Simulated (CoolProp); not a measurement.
c-C4F8 (RC318) along the isobar 65.3 bar: fugacity coefficient from the reference equation and from simpler models built on Tc = 388.4 K, pc = 27.78 bar, ω = 0.355; each cubic takes its own stable root.

The numbers come from the reference Helmholtz-energy equation of state, Platzer 1990 in CoolProp. This equation is an older, rougher fit; its heat capacities, sound speeds and derivatives of the liquid may be far off and weren't checked against measurements.

```tsv
T (K)	phase	reference	Redlich-Kwong	Soave-Redlich-Kwong	Peng-Robinson
262.4	liquid	0.01751	0.03785	0.01785	0.01714
280.7	liquid	0.03489	0.06365	0.03559	0.03387
299	liquid	0.06209	0.09817	0.06349	0.06009
317.3	liquid	0.1008	0.1413	0.1034	0.09751
335.5	liquid	0.1512	0.1918	0.1557	0.1466
353.8	liquid	0.2134	0.2488	0.2204	0.2073
372.1	liquid	0.2852	0.3102	0.2950	0.2775
390.4	supercritical	0.3635	0.3739	0.3759	0.3539
408.6	supercritical	0.4436	0.4370	0.4579	0.4313
426.9	supercritical	0.5212	0.4979	0.5363	0.5055
445.2	supercritical	0.5906	0.5542	0.6063	0.5719
463.5	supercritical	0.6496	0.6044	0.6665	0.6294
481.7	supercritical	0.6990	0.6482	0.7176	0.6788
500	supercritical	0.7413	0.6864	0.7618	0.7220
```
